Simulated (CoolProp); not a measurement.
Vapour-liquid equilibrium of dimethyl carbonate (1) + n-nonane (2) at 329.3 K; x and y are mole fractions of (1).

Values from CoolProp's multi-fluid Helmholtz-energy mixture model, Zhou 2011 and Lemmon 2006; pair parameters Bell 2016.

```tsv
x	bubble pressure (MPa)	y at the bubble point	dew pressure at overall composition x (MPa)	liquid density (mol/L)
0.05	0.008508	0.629	0.003469	5.524
0.15	0.01694	0.829	0.003864	5.847
0.25	0.02249	0.881	0.004362	6.206
0.35	0.02561	0.902	0.005006	6.610
0.45	0.02708	0.911	0.005872	7.067
0.55	0.02765	0.915	0.007100	7.591
0.65	0.02791	0.917	0.008974	8.198
0.75	0.02824	0.921	0.01218	8.908
0.85	0.02885	0.933	0.01881	9.750
0.95	0.02967	0.966	0.02936	10.76
```

No azeotrope shows between x = 0.05 and 0.95.

The pair parameters rest on a limited set of measurements; away from them the model extrapolates. With so large a gap from Raoult's law the liquid may split in two, which this calculation doesn't test in full.
